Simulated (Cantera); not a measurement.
An isothermal, constant-pressure homogeneous reactor starts with 4.30 % CH4, 89.5 % H2, 6.18 % H, at 2925 K and 0.300 bar.

Detailed kinetics in Cantera: GRI-Mech 3.0 (53 species, 325 reactions). GRI-Mech 3.0 stops at C3 and has no aromatics, soot or wall deposition, so with more carbon than oxygen in the feed, carbon stays in small species such as C2H2 where larger ones or solid carbon would form.

One state of this run: x CH4 = 0.0139; x H2 = 0.912; x H = 0.0528; x C2H2 = 0.00647; x CH2 = 0.000774; x C2H = 5.75e-5; x CH3 = 0.0130. x: mole fraction; the columns are a selection and need not sum to one.

Q: Which value of t (s) does it belong to?
A. 0.367
B. 0.000164
C. 6.02e-6
D. 5.45e-5

A: C, 6.02e-6
